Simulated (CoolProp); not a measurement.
Properties of C2F6 (R116) at several states.

The numbers come from the reference Helmholtz-energy equation of state, Lemmon 2006 in CoolProp. It is a short technical equation, of lower accuracy than the large ones.

| T (°C) | p (bar) | phase | Z | cp (kJ/(kg K)) | speed of sound (m/s) | Prandtl number |
|---|---|---|---|---|---|---|
| 146.85 | 0.366 | gas | 0.9990 | 0.9335 | 164.3 | 0.742 |
| -72.25 | 33.4 | liquid | 0.1730 | 0.9453 | 556.5 | 5.08 |
| -77.45 | 0.512 | gas | 0.9780 | 0.6012 | 112.6 | 0.740 |
| 7.65 | 7.06 | gas | 0.9037 | 0.7943 | 124.8 | 0.765 |
| 9.55 | 16.8 | gas | 0.7389 | 0.9653 | 105.8 | 0.878 |
| 78.85 | 1.82 | gas | 0.9895 | 0.8549 | 149.8 | 0.745 |

Viscosity comes from a separate model (Huber 2003), an estimate that may be off by 10 % or more. Thermal conductivity comes from a separate model (Huber 2003), an estimate that may be off by 10 % or more.
